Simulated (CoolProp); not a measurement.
Computed with CoolProp (reference Helmholtz-energy equation of state, Lemmon 2006). It is a short technical equation, of lower accuracy than the large ones.

Q: For nitrous oxide, give the phase and the density (kg/m³), cp (kJ/(kg K)), cv (kJ/(kg K)) at 318.3 K and 136 bar.

A: 
- 318.3 K and 136 bar: supercritical; density 736, cp 2.67, cv 0.921
